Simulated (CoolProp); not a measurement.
Aqueous ammonia as a coolant, 22 % by mass, freezing at -43.2 °C, 1 atm.

Values from CoolProp's Melinder's fits for secondary coolants.

```
T (°C)  viscosity (mPa s)  density (kg/m³)  conductivity (W/(m K))  cp (kJ/(kg K))
------  -----------------  ---------------  ----------------------  --------------
-2.4                 2.44                …                       …           4.237
0.8                  2.20                …                   0.438           4.234
4                    2.00            924.2                   0.444           4.230
7.2                  1.82            922.7                   0.449           4.227
10.4                 1.66            921.2                   0.455               …
13.6                 1.52            919.6                       …           4.221
16.8                 1.39            918.0                   0.466           4.218
20                   1.28            916.3                   0.471           4.216
23.2                 1.17            914.6                   0.477           4.213
26.4                 1.08            912.9                   0.482           4.211
```

Task: Complete the blanks.

Result: 
- -2.4, density (kg/m³): 927.0
- -2.4, conductivity (W/(m K)): 0.432
- 0.8, density (kg/m³): 925.6
- 10.4, cp (kJ/(kg K)): 4.224
- 13.6, conductivity (W/(m K)): 0.460
